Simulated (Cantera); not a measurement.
Mixture: CH4 : O2 : N2 = 1 : 1.11 : 4.18 (molar parts), at 10.0 bar, adiabatic and at constant pressure. Ignition delay is the time to a rise of 400 K.

Model: GRI-Mech 3.0 (53 species, 325 reactions), integrated in Cantera.

**Question.** What does this change do: pressure from 10.0 bar to 1.00 bar?

**Answer.** 
```
quantity                                                before       after
--------------------------------------------------  ----------  ----------
delay at 1123 K                                        17.5 ms     0.201 s
delay at 1323 K                                        1.54 ms     12.1 ms
delay at 1523 K                                       0.197 ms     1.19 ms
delay at 1723 K                                        33.2 µs    0.206 ms
delay at 1923 K                                        8.05 µs     58.3 µs
apparent activation energy between 1723 and 1923 K  200 kJ/mol  170 kJ/mol
```
